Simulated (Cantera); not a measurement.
A Cantera script and its output.

```python
import numpy as np
import cantera as ct

gas = ct.Solution("gri30.yaml")
gas.TPX = 1650, 11000, {'CH4': 1, 'CO2': 0.58}
reactor = ct.IdealGasConstPressureReactor(gas, energy="off", clone=False)
net = ct.ReactorNet([reactor])
net.rtol, net.atol = 1e-08, 1e-18
show = ['CH4', 'CO2', 'H2O2', 'CH2', 'C2H', 'CO', 'C2H2']
times = np.geomspace(2e-05, 20, 15)

steps = ct.SolutionArray(gas, extra=["t"])
rows = []
print(f"{'t/s':>10s}{'T/K':>9s}{'P/Pa':>11s}" + "".join(f"{s:>11s}" for s in show))
for t in times:
    while net.time < t:
        t_next = net.step()
        steps.append(gas.state, t=t_next)
    rows.append([np.interp(t, steps.t, y) for y in (steps.T, steps.P, *steps(*show).X.T)])
    print(f"{t:10.3e}{rows[-1][0]:9.1f}{rows[-1][1]:11.4g}" + "".join(f"{x:11.3e}" for x in rows[-1][2:]))
rate = np.gradient(steps.T, steps.t)
print("integrator steps:", len(steps.t))
if steps.T.max() > steps.T[0] + 200:
    print(f"time of steepest temperature rise: {steps.t[rate.argmax()]:.4e} s")
gas.TPX = 1650, 11000, {'CH4': 1, 'CO2': 0.58}
gas.equilibrate("TP")
print(f"equilibrium (TP): T = {gas.T:.1f} K  " + "  ".join(f"{s} {gas[s].X[0]:.3e}" for s in show))
```

Result:

```
       t/s      T/K       P/Pa        CH4        CO2       H2O2        CH2        C2H         CO       C2H2
 2.000e-05   1650.0    1.1e+04  6.329e-01  3.671e-01  1.265e-17  6.510e-11  4.395e-20  1.369e-07  3.394e-13
 5.365e-05   1650.0    1.1e+04  6.328e-01  3.671e-01  3.740e-17  5.025e-10  9.822e-18  3.750e-07  2.678e-11
 1.439e-04   1650.0    1.1e+04  6.326e-01  3.670e-01  5.937e-17  3.623e-09  1.741e-15  1.046e-06  1.731e-09
 3.861e-04   1650.0    1.1e+04  6.321e-01  3.670e-01  5.206e-17  2.334e-08  2.769e-13  3.439e-06  1.062e-07
 1.036e-03   1650.0    1.1e+04  6.300e-01  3.667e-01  7.046e-17  1.097e-07  2.278e-11  1.912e-05  6.039e-06
 2.779e-03   1650.0    1.1e+04  6.192e-01  3.652e-01  1.845e-16  3.377e-07  6.449e-10  1.808e-04  2.612e-04
 7.455e-03   1650.0    1.1e+04  5.635e-01  3.544e-01  1.062e-15  5.643e-07  1.113e-08  1.704e-03  6.593e-03
 2.000e-02   1650.0    1.1e+04  4.355e-01  3.181e-01  5.087e-15  4.098e-07  5.645e-08  9.629e-03  4.529e-02
 5.365e-02   1650.0    1.1e+04  2.844e-01  2.549e-01  1.968e-14  2.917e-07  1.161e-07  3.723e-02  9.968e-02
 1.439e-01   1650.0    1.1e+04  1.427e-01  1.538e-01  8.870e-14  2.404e-07  1.884e-07  1.077e-01  1.445e-01
 3.861e-01   1650.0    1.1e+04  4.990e-02  5.008e-02  3.079e-13  2.127e-07  2.835e-07  1.990e-01  1.661e-01
 1.036e+00   1650.0    1.1e+04  2.308e-02  2.634e-02  2.638e-13  1.406e-07  2.854e-07  2.435e-01  1.506e-01
 2.779e+00   1650.0    1.1e+04  1.645e-02  1.697e-02  8.753e-14  7.866e-08  2.079e-07  2.905e-01  1.177e-01
 7.455e+00   1650.0    1.1e+04  1.012e-02  7.580e-03  1.452e-14  3.721e-08  1.451e-07  3.348e-01  8.725e-02
 2.000e+01   1650.0    1.1e+04  4.938e-03  1.648e-03  6.292e-16  1.484e-08  1.122e-07  3.612e-01  6.950e-02
integrator steps: 1942
equilibrium (TP): T = 1650.0 K  CH4 2.320e-03  CO2 5.859e-08  H2O2 7.990e-25  CH2 6.244e-09  C2H 1.044e-07  CO 3.680e-01  C2H2 6.516e-02
```

Computed with Cantera and GRI-Mech 3.0 (53 species, 325 reactions). GRI-Mech 3.0 stops at C3 and has no aromatics, soot or wall deposition, so with more carbon than oxygen in the feed, carbon stays in small species such as C2H2 where larger ones or solid carbon would form.
